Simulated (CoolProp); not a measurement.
Saturation properties of R1336mzz(Z).

The numbers come from the reference Helmholtz-energy equation of state, McLinden 2020 in CoolProp.

```tsv
T (°C)	p (bar)	liquid density (kg/m³)	enthalpy of vaporisation (kJ/kg)
75.35	?	?	142.8
83.15	4.667	?	138.1
90.95	?	1171	133.2
98.75	6.859	1143	?
106.55	8.210	1114	122.3
114.35	9.753	1084	116.3
122.15	11.51	1050	?
129.95	13.49	?	102.4
137.75	?	974.2	94.22
```

Question: Some entries are withheld; supply them.

Answer: 
- 75.35, p (bar): 3.796
- 75.35, liquid density (kg/m³): 1222
- 83.15, liquid density (kg/m³): 1197
- 90.95, p (bar): 5.684
- 98.75, enthalpy of vaporisation (kJ/kg): 127.9
- 122.15, enthalpy of vaporisation (kJ/kg): 109.7
- 129.95, liquid density (kg/m³): 1014
- 137.75, p (bar): 15.73

It boils at 33.5 °C under 1 atm.
